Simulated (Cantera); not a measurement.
Feed: 1 mol SiC, 0.16 mol H2O, 18 mol N2, at 1973.15 K and 3.50 Pa.

Method: chemical equilibrium by Gibbs-energy minimisation in Cantera with the NASA 1993 tables (ideal gas, pure condensed phases). Candidate condensed phases: C, C6H6, C7H8, C8H18, H2O, Si, SiC, SiO2, Si2N2O, Si3N4; 151 gas species. The tables' values for SiN are old estimates; treat these amounts as uncertain. Kinetics and transport are ignored.

Base state: N2 0.930, Si 0.0448, H 0.0111, CO 0.00820, H2 0.00237, SiC2 0.00163, Si2C 0.00109, HCN 0.000622 (mole fractions); condensed: C(graphite) + SiC(s).

Problem. What changes in the equilibrium state with this change: pressure from 3.50 Pa to 10000 Pa?

Solution. 
| species | before | after |
|---|---|---|
| N2 | 0.930 | 0.982 |
| H2 | 0.00237 | 0.00847 |
| CO | 0.00820 | 0.00441 |
| Si | 0.0448 | 0.000166 |
| H | 0.0111 | 0.000393 |
| SiO | 7.17e-5 | 0.00432 |
| SiC2 | 0.00163 | 5.40e-8 |
| CN | 6.45e-5 | 1.17e-7 |
| Si2C | 0.00109 | 4.05e-6 |
| C(graphite), mol | 0.687 | 0 |
| SiC(s), mol | 0.0557 | 0.917 |
